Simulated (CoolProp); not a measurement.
Computed with CoolProp (reference Helmholtz-energy equation of state, Lemmon 2022).

### Question
Give the vapour pressure (kPa), liquid density (kg/m³), vapour Z, surface tension (mN/m) of saturated R1234yf at 283.5, 350.3 K.

### Answer
```tsv
T (K)	p (kPa)	liquid density (kg/m³)	vapour Z	surface tension (mN/m)
283.5	442	1140	0.873	8.05
350.3	2380	832	0.567	0.903
```

Surface tension comes from a separate correlation (Mulero 2012).
